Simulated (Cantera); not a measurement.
Input (Python, Cantera) and output of one run.

```python
import numpy as np
import cantera as ct

gas_names = """
    H H2 N NH NH2 NH3 N2 N2H2 N2H4 Si SiH SiH2 SiH3 SiH4 SiN Si2 Si2N Si3
""".split()
cond_names = """
    Si(cr) Si(L) Si3N4(a)
""".split()


# ... load() reads the species with a 1 bar reference pressure and builds the phases ...
atoms = {
    'SiH4': {'Si': 1, 'H': 4},
    'NH3': {'N': 1, 'H': 3},
}
top_T = {'Si3N4(a)': 2400}  # K; cautious upper limits of use, not melting points


# ... equilibrate(T, P, feed) seeds the gas with the atoms and calls Mixture.equilibrate('TP', solver="vcs", rtol=1e-11, max_steps=5000) ...
results = []
T = 1450  # K
P = 10000  # Pa
for m in [0.14, 0.18, 0.23, 0.29, 0.37, 0.47, 0.6, 0.77, 0.98, 1.3, 1.6, 2, 2.6]:
    feed = {'SiH4': 1, 'NH3': m}  # mol
    mix = equilibrate(T, P, feed)
    results.append((T, P, feed, dict(zip(mix.species_names, mix.species_moles))))

top = {s: max(r[3][s] / sum(r[3][g] for g in gas_names) for r in results) for s in gas_names}
cols = sorted((s for s in top if top[s] > 0.0001), key=lambda s: -top[s])[:9]
seen = [c for c in cond_names if any(r[3].get(c, 0) > 1e-12 for r in results)]
print("log10 of partial pressures in bar; condensed amounts in mol")
print(f"{'n(NH3)':>10s}" + "".join(f"{s[:9]:>10s}" for s in cols + seen))
for T, P, feed, n in results:
    ng = sum(n[g] for g in gas_names)
    print(f"{feed['NH3']:10.4g}" + "".join(f"{np.log10(max(n[s] / ng * P / 1e5, 1e-99)):10.3f}" for s in cols)
          + "".join(f"{n.get(c, 0):10.4g}" for c in seen))
```

Output:

```
log10 of partial pressures in bar; condensed amounts in mol
    n(NH3)        H2        N2    Si(cr)  Si3N4(a)
      0.14    -1.000    -4.767    0.8956   0.03481
      0.18    -1.000    -4.767    0.8656   0.04481
      0.23    -1.000    -4.767    0.8281    0.0573
      0.29    -1.000    -4.767    0.7831   0.07229
      0.37    -1.000    -4.767    0.7232   0.09228
      0.47    -1.000    -4.767    0.6482    0.1173
       0.6    -1.000    -4.767    0.5507    0.1498
      0.77    -1.000    -4.767    0.4233    0.1922
      0.98    -1.000    -4.767    0.2659    0.2447
       1.3    -1.000    -4.767   0.02601    0.3247
       1.6    -1.013    -2.531         0    0.3333
         2    -1.028    -2.204         0    0.3333
       2.6    -1.044    -2.014         0    0.3333
```

Method: chemical equilibrium by Gibbs-energy minimisation in Cantera with the NASA 1993 tables (ideal gas, pure condensed phases). Mutual solubility and eutectic melting of coexisting phases are not modelled.
